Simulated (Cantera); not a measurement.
Input: 1 mol CO, 0.19 mol H₂O, 0.36 mol N₂, held at 2348.15 K and 0.000390 bar.

Cantera equilibrium calculation (NASA polynomials, part measured and part estimated; ideal gas, pure solids and liquids). Candidate condensed phases: C, C₆H₆, C₇H₈, C₈H₁₈, H₂O; 136 gas species. The numbers say what is thermodynamically allowed, not how fast it happens.

Base state: CO 0.538, N₂ 0.210, H 0.113, CO₂ 0.0487, H₂ 0.0327, O 0.0238, H₂O 0.0171, OH 0.0101 (mole fractions); condensed: gas only.

What changes in the equilibrium state with this change: CO replaced by CH₃OH?


```
species   before     after
-------  -------  --------
H          0.113     0.344
H₂        0.0327     0.302
CO         0.538     0.227
CO₂       0.0487   0.00384
O         0.0238   0.00443
N₂         0.210    0.0831
OH        0.0101   0.00575
H₂O       0.0171    0.0294
O₂       0.00515  0.000179
NO       0.00140  0.000164
```

What changes in the equilibrium state with this change: CO replaced by toluene?


```
species            before     after
----------------  -------  --------
H₂                 0.0327     0.472
H                   0.113     0.430
N₂                  0.210    0.0552
CO                  0.538    0.0315
CO₂                0.0487     <1e-9
O                  0.0238     <1e-9
H₂O                0.0171     <1e-9
OH                 0.0101     <1e-9
HCN                 <1e-9   0.00763
O₂                0.00515     <1e-9
C₂H₂ (acetylene)    <1e-9   0.00258
NO                0.00140     <1e-9
HNC                 <1e-9  0.000741
C(graphite), mol        0      6.72
```

What changes in the equilibrium state with this change: temperature from 2348.15 K to 973 K?


```tsv
species	before	after
CO	0.538	0.536
N₂	0.210	0.232
H₂	0.0327	0.109
H	0.113	1.81e-8
CO₂	0.0487	0.109
O	0.0238	<1e-9
OH	0.0101	<1e-9
H₂O	0.0171	0.0137
O₂	0.00515	<1e-9
NO	0.00140	<1e-9
```
